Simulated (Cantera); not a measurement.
Input: 1 mol Fe3O4, 4.4 mol C, 0.47 mol H2, held at 2075 °C.

These are equilibrium values from Cantera (NASA tables, ideal gas, pure condensed phases), not measurements of a reactor. Candidate condensed phases: C, C6H6, C7H8, C8H18, Fe, Fe(CO)5, FeO, Fe(OH)2, Fe(OH)3, Fe2O3, Fe3O4, H2O; 114 gas species. Iron dissolves carbon and melts from about 1420 K in contact with it, which pure phases cannot show. Condensed phases not in the tables: cementite and carbon dissolved in iron. The numbers say what is thermodynamically allowed, not how fast it happens.

### Question
At 1.00 bar, list the 4 most abundant gas species with their mole fractions, and the condensed phases.

### Answer
CO 0.884, H2 0.101, Fe 0.00984, H 0.00393. Condensed: C(graphite) + Fe(l).
